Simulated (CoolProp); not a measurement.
Vapour-liquid equilibrium of R124 (1) + R142b (2) at 380 kPa; x and y are mole fractions of (1).

Model: multi-fluid Helmholtz-energy mixture model, de Vries 1995 and Lemmon 2006; pair parameters Bell 2016, in CoolProp.

Task: Give the bubble temperature and the first vapour's composition at x = 0.05, 0.2, 0.65. Is there an azeotrope?

Result: x = 0.05: 301.9 K, y = 0.054; x = 0.2: 301.4 K, y = 0.213; x = 0.65: 299.9 K, y = 0.676. No azeotrope shows between x = 0.05 and 0.95.

The pair parameters rest on a limited set of measurements; away from them the model extrapolates.
